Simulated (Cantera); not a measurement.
Charge: 1 mol Cu, 4.3 mol F2, 3.8 mol H2, 18 mol HF, held at 13300 Pa.

Method: chemical equilibrium by Gibbs-energy minimisation in Cantera with the NASA 1993 tables (ideal gas, pure condensed phases). Candidate condensed phases: Cu, CuF2; 15 gas species. Mutual solubility and eutectic melting of coexisting phases are not modelled. Kinetics and transport are ignored.

x: gas mole fraction; n: condensed amount in mol.

```json
[
 {"T (°C)": "277", "x HF": "1.000", "x CuF2": "<1e-12", "x CuF": "<1e-12", "x H2F2": "9.66e-5", "x H3F3": "7.67e-9", "x Cu": "<1e-12", "n Cu(s)": "0.500", "n CuF2(s)": "0.500"},
 {"T (°C)": "327", "x HF": "1.000", "x CuF2": "<1e-12", "x CuF": "<1e-12", "x H2F2": "5.63e-5", "x H3F3": "2.50e-9", "x Cu": "<1e-12", "n Cu(s)": "0.500", "n CuF2(s)": "0.500"},
 {"T (°C)": "377", "x HF": "1.000", "x CuF2": "4.62e-12", "x CuF": "9.99e-12", "x H2F2": "3.56e-5", "x H3F3": "9.73e-10", "x Cu": "<1e-12", "n Cu(s)": "0.500", "n CuF2(s)": "0.500"},
 {"T (°C)": "427", "x HF": "1.000", "x CuF2": "1.49e-10", "x CuF": "2.76e-10", "x H2F2": "2.40e-5", "x H3F3": "4.37e-10", "x Cu": "<1e-12", "n Cu(s)": "0.500", "n CuF2(s)": "0.500"},
 {"T (°C)": "477", "x HF": "1.000", "x CuF2": "2.99e-9", "x CuF": "4.83e-9", "x H2F2": "1.71e-5", "x H3F3": "2.20e-10", "x Cu": "<1e-12", "n Cu(s)": "0.500", "n CuF2(s)": "0.500"},
 {"T (°C)": "527", "x HF": "1.000", "x CuF2": "4.05e-8", "x CuF": "5.87e-8", "x H2F2": "1.27e-5", "x H3F3": "1.21e-10", "x Cu": "<1e-12", "n Cu(s)": "0.500", "n CuF2(s)": "0.500"},
 {"T (°C)": "577", "x HF": "1.000", "x CuF2": "___", "x CuF": "___", "x H2F2": "___", "x H3F3": "___", "x Cu": "<1e-12", "n Cu(s)": "0.500", "n CuF2(s)": "0.500"},
 {"T (°C)": "627", "x HF": "1.000", "x CuF2": "3.00e-6", "x CuF": "3.67e-6", "x H2F2": "7.76e-6", "x H3F3": "4.59e-11", "x Cu": "1.35e-12", "n Cu(s)": "0.500", "n CuF2(s)": "0.500"},
 {"T (°C)": "677", "x HF": "1.000", "x CuF2": "1.81e-5", "x CuF": "2.07e-5", "x H2F2": "6.31e-6", "x H3F3": "3.08e-11", "x Cu": "1.42e-11", "n Cu(s)": "0.500", "n CuF2(s)": "0.499"},
 {"T (°C)": "727", "x HF": "1.000", "x CuF2": "___", "x CuF": "___", "x H2F2": "___", "x H3F3": "___", "x Cu": "___", "n Cu(s)": "0.499", "n CuF2(s)": "0.496"},
 {"T (°C)": "777", "x HF": "0.999", "x CuF2": "0.000381", "x CuF": "0.000394", "x H2F2": "4.44e-6", "x H3F3": "1.57e-11", "x Cu": "7.89e-10", "n Cu(s)": "0.495", "n CuF2(s)": "0.485"},
 {"T (°C)": "827", "x HF": "0.997", "x CuF2": "0.00140", "x CuF": "0.00139", "x H2F2": "3.81e-6", "x H3F3": "1.18e-11", "x Cu": "4.47e-9", "n Cu(s)": "0.482", "n CuF2(s)": "0.446"}
]
```

**Question.** Some entries are withheld; supply them.

**Answer.** 
- 577, x CuF2: 3.98e-7
- 577, x CuF: 5.26e-7
- 577, x H2F2: 9.78e-6
- 577, x H3F3: 7.23e-11
- 727, x CuF2: 9.00e-5
- 727, x CuF: 9.75e-5
- 727, x H2F2: 5.25e-6
- 727, x H3F3: 2.16e-11
- 727, x Cu: 1.17e-10
